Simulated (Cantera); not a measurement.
A closed system holds: 1 mol HgO, 0.085 mol H₂, equilibrated at 325 °C and 0.100 bar.

Equilibrium computed with Cantera from the NASA thermochemical tables; the gas is ideal and each condensed phase is pure. Candidate condensed phases: H₂O, Hg, HgO; 10 gas species. Equilibrium is a limit: real reactors are often held back by kinetics, nucleation or transport.

Base state: Hg 0.513, H₂O 0.461, O₂ 0.0261 (mole fractions); condensed: HgO(s).

Problem. What changes in the equilibrium state with this change: pressure from 0.100 bar to 75.0 Pa?

Solution. 
```tsv
species	before	after
Hg	0.513	0.648
O₂	0.0261	0.297
H₂O	0.461	0.0551
HgO(s), mol	0.905	0
```

Problem. What changes in the equilibrium state with this change: H₂ from 0.085 to 1.7 mol?

Solution. 
| species | before | after |
|---|---|---|
| Hg | 0.513 | 0.370 |
| H₂O | 0.461 | 0.370 |
| H₂ | <1e-9 | 0.259 |
| O₂ | 0.0261 | <1e-9 |
| HgO(s), mol | 0.905 | 0 |
